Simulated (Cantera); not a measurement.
Charge: 1 mol AlN, 0.027 mol H2, at 548 Torr.

Method: chemical equilibrium by Gibbs-energy minimisation in Cantera with the NASA 1993 tables (ideal gas, pure condensed phases). Candidate condensed phases: Al, AlN; 13 gas species. Kinetics and transport are ignored.

At 2273 K, list the 4 most abundant gas species with their mole fractions, and the condensed phases.

H2 0.947, Al 0.0256, N2 0.0146, H 0.00957. Condensed: AlN(s).
